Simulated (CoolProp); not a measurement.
A simple Rankine cycle with R11: condensing at 315.15 K, boiler at 2.53 MPa, turbine inlet 474.2 K, turbine efficiency 0.7, pump efficiency 0.7, no recuperator. Each further row changes one setting.

Values from CoolProp's reference Helmholtz-energy equation of state, Jacobsen 1992.

```
case                             thermal efficiency (%)  net work (kJ/kg)  heat in (kJ/kg)  turbine exit temperature (K)  volume ratio over the turbine
-------------------------------  ----------------------  ----------------  ---------------  ----------------------------  -----------------------------
as stated                                          14.9              38.0              255                         381.6                           13.8
turbine inlet 494.2 K                              15.1              40.8              271                         402.2                           13.4
condensing temperature 307.15 K                    15.9              41.7              262                         375.2                           17.6
boiler pressure 1.77 MPa                           13.5              35.6              263                         398.8                           9.18
turbine efficiency 0.6                             12.7              32.3              255                         390.6                           14.1
```
